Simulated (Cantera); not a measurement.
Mixture: H2 : O2 : N2 = 1 : 0.98 : 3.69 (molar parts), equivalence ratio 0.51, at 210000 Pa, adiabatic and at constant pressure. Ignition delay is the time to a rise of 400 K.

Computed with Cantera and GRI-Mech 3.0 (53 species, 325 reactions). The hydrogen kinetics of GRI-Mech 3.0 are dated; newer H2 mechanisms differ, most at raised pressure. Where the delays flatten at high temperature, the 400 K rule measures the pace of heat release, not the induction time.

What does this change do: pressure from 210000 Pa to 101000 Pa?


```tsv
quantity	before	after
delay at 1198 K	26.3 µs	51.5 µs
delay at 1248 K	19.8 µs	41.5 µs
delay at 1298 K	15.8 µs	34.8 µs
delay at 1348 K	13.1 µs	30.4 µs
delay at 1398 K	11.2 µs	27.4 µs
delay at 1448 K	9.91 µs	25.5 µs
delay at 1498 K	8.99 µs	24.3 µs
```

What does this change do: pressure from 210000 Pa to 500000 Pa?


```tsv
quantity	before	after
delay at 1198 K	26.3 µs	16.8 µs
delay at 1248 K	19.8 µs	10.3 µs
delay at 1298 K	15.8 µs	7.33 µs
delay at 1348 K	13.1 µs	5.63 µs
delay at 1398 K	11.2 µs	4.54 µs
delay at 1448 K	9.91 µs	3.79 µs
delay at 1498 K	8.99 µs	3.26 µs
```
